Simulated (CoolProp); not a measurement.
Saturation properties of oxygen.

Computed with CoolProp (reference Helmholtz-energy equation of state, Schmidt 1985).

| T (°C) | p (MPa) | liquid viscosity (µPa s) | vapour viscosity (µPa s) |
|---|---|---|---|
| -152.25 | … | 95.5 | 9.51 |
| -150.15 | 1.212 | … | 9.71 |
| -147.95 | … | … | 9.93 |
| -145.75 | 1.533 | 82.4 | 10.2 |
| -143.55 | 1.714 | 78.3 | 10.4 |
| -141.35 | 1.911 | 74.3 | 10.7 |
| -139.15 | … | 70.4 | 10.9 |
| -137.05 | 2.341 | 66.8 | … |
| -134.85 | 2.586 | 63.1 | … |
| -132.65 | 2.849 | 59.4 | 11.9 |
| -130.45 | 3.131 | 55.7 | 12.3 |
| -128.25 | 3.434 | 52.0 | 12.9 |
| -126.05 | 3.757 | 48.3 | 13.5 |
| -123.85 | 4.103 | 44.3 | 14.4 |
| -121.75 | 4.457 | 40.0 | 15.6 |

### Question
What belongs in the gaps?

### Answer

- -152.25, p (MPa): 1.077
- -150.15, liquid viscosity (µPa s): 91.1
- -147.95, p (MPa): 1.365
- -147.95, liquid viscosity (µPa s): 86.7
- -139.15, p (MPa): 2.123
- -137.05, vapour viscosity (µPa s): 11.2
- -134.85, vapour viscosity (µPa s): 11.5

It boils at -183.0 °C under 1 atm.

Viscosity comes from a separate model (Lemmon 2004).
